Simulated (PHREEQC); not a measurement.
A solution holds 0.014 mol NH4HF2, 0.00026 mol (NH4)2SiF6 and 0.00058 mol H2SO4 per kg of water, at 92 °C. Closed to the air; pH follows from the charge balance.

All values are PHREEQC results (ion-association model, phreeqc.dat), not measurements.

| Property | Value |
|---|---|
| pH | 3.64 |
| ionic strength | 0.0155 mol/kgw |
| total alkalinity | -16.2 meq/kg |

| species | molality | activity | log γ |
|---|---|---|---|
| NH4+ | 0.0145 | 0.0124 | -0.066 |
| HF | 0.0141 | 0.0142 | 0.002 |
| F- | 0.0124 | 0.0107 | -0.064 |
| HF2- | 0.000721 | 0.000625 | -0.062 |
| SO4-2 | 0.000487 | 0.000279 | -0.242 |
| H+ | 0.000260 | 0.000230 | -0.053 |
| SiF6-2 | 0.000257 | 0.000147 | -0.241 |
| NH4SO4- | 5.15e-5 | 4.46e-5 | -0.062 |
| HSO4- | 4.19e-5 | 3.63e-5 | -0.062 |
| H4SiO4 | 3.45e-6 | 3.46e-6 | 0.002 |
| NH3 | 1.41e-6 | 1.42e-6 | 0.002 |

No solid was allowed to form. Complexes and solids missing from the database can't appear. Away from 25 °C the constants follow the database's enthalpies or fits; those with neither stay at their 25 °C values. SiF6-2 is the database's only silicon fluoride.
